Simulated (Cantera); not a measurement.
A closed system holds: 1 mol Al2O3, 0.52 mol Cl2, 0.22 mol N2, equilibrated at 30.0 mbar.

Equilibrium computed with Cantera from the NASA thermochemical tables; the gas is ideal and each condensed phase is pure. Candidate condensed phases: Al, AlCl3, AlN, Al2O3; 24 gas species. Equilibrium is a limit: real reactors are often held back by kinetics, nucleation or transport. All values below are at 1275 K.

Base state: Cl2 0.660, N2 0.290, Cl 0.0463, AlCl3 0.00211, O2 0.00157, NO 1.76e-5, ClO 1.09e-5 (mole fractions); condensed: Al2O3(s).

**Question.** What changes in the equilibrium state with this change: 0.024 mol O2 added?

**Answer.** 
```csv
species,before,after
Cl2,0.660,0.642
N2,0.290,0.281
Cl,0.0463,0.0457
O2,0.00157,0.0308
AlCl3,0.00211,0.000217
ClO,1.09e-5,4.77e-5
NO,1.76e-5,7.67e-5
"Al2O3(s), mol",0.999,1.000
```
